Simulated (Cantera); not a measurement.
Input: 1 mol c-C4F8, 0.97 mol CH4, held at 1.00 Torr.

Method: chemical equilibrium by Gibbs-energy minimisation in Cantera with the NASA 1993 tables (ideal gas, pure condensed phases). Candidate condensed phases: C, C6H6, C7H8, C8H18; 95 gas species. The feed counts by its element totals alone. Gases not in the tables: C2F6 and larger saturated fluorocarbons. Kinetics and transport are ignored. All values below are at 1648 K.

Base state: HF 0.788, CF4 0.206, CF2 0.00396, F 0.00186, CF3 0.000257 (mole fractions); condensed: C(graphite).

### Question
What changes in the equilibrium state with this change: pressure from 1.00 Torr to 0.143 Torr?

### Answer
```tsv
species	before	after
HF	0.788	0.781
CF4	0.206	0.200
CF2	0.00396	0.0103
F	0.00186	0.00797
CF3	0.000257	0.000408
C(graphite), mol	3.93	3.92
```

### Question
What changes in the equilibrium state with this change: c-C4F8 replaced by CH3F?

### Answer
| species | before | after |
|---|---|---|
| H2 | 5.60e-9 | 0.744 |
| HF | 0.788 | 0.254 |
| H | 1.82e-7 | 0.00210 |
| CF4 | 0.206 | <1e-9 |
| CF2 | 0.00396 | <1e-9 |
| CF3 | 0.000257 | <1e-9 |
| C(graphite), mol | 3.93 | 1.97 |
